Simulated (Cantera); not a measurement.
Mixture: H2 : O2 : N2 : NO = 1 : 0.385 : 1.45 : 0.006 (molar parts), at 1.01 bar, adiabatic and at constant volume. Ignition delay is the time to a rise of 400 K.

Computed with Cantera and GRI-Mech 3.0 (53 species, 325 reactions). The mechanism lacks 2 NO + O2 → 2 NO2 and HONO, so NO2 and the effect of NO are under-described below about 1400 K. Where the delays flatten at high temperature, the 400 K rule measures the pace of heat release, not the induction time.

**Question.** What does this change do: pressure from 1.01 bar to 1.10 bar?

**Answer.** 
```csv
quantity,before,after
delay at 1300 K,27.8 µs,25.6 µs
delay at 1450 K,16.8 µs,15.3 µs
delay at 1600 K,12.5 µs,11.2 µs
delay at 1750 K,11.0 µs,9.78 µs
delay at 1900 K,11.1 µs,9.77 µs
```
